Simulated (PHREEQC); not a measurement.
1 kg of water holding 0.13 mol/kgw K2SO4, 0.019 mol/kgw KCl and 0.018 mol/kgw K2CO3 is evaporated at 15 °C; the solids stay in contact with the brine. CO2 from the air is kept out. The run lets Arcanite, Kalicinite, Misenite, Sylvite precipitate or redissolve, and no other solid.

The series has 28 steps of water left (kg), from 1 to 0.00503.

Model: Pitzer model, pitzer.dat, run in PHREEQC.

Question: Which solids form, in which order, and at which step of the series does each first stand?

Answer: Arcanite from water left = 0.2534 kg (pH 11.44); Sylvite from water left = 0.007444 kg (pH 12.69).

Species that the database lacks are ignored.
